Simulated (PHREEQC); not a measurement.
Solution (25 °C): 1.3 mol NaOH, 0.22 mol K2SO4 and 2.3 mol KBr per kg of water. Closed to the air; pH follows from the charge balance.

Model: Pitzer model, pitzer.dat, run in PHREEQC.

Each row changes one thing in this solution. This is a speciation only: nothing precipitates in the calculation.

| case | pH | SI of Arcanite (K2SO4) | SI of Misenite (K8H6(SO4)7) |
|---|---|---|---|
| as made | 14.05 | -0.07 | -88.57 |
| diluted 10-fold with water | 12.96 | -2.10 | -90.38 |
| KBr left out | 13.99 | -1.21 | -91.44 |
| diluted 2-fold with water | 13.67 | -0.68 | -88.60 |
| NaOH left out | 7.11 | +0.04 | -45.80 |
| temperature from 25 to 20 °C | 14.23 | -0.03 | -89.75 |
| temperature from 25 to 30 °C | 13.89 | -0.12 | -87.47 |
| diluted 100-fold with water | 12.03 | -4.43 | -95.63 |

Complexes and solids missing from the database can't appear. In brines, pH and single-ion activities rest on the MacInnes convention.
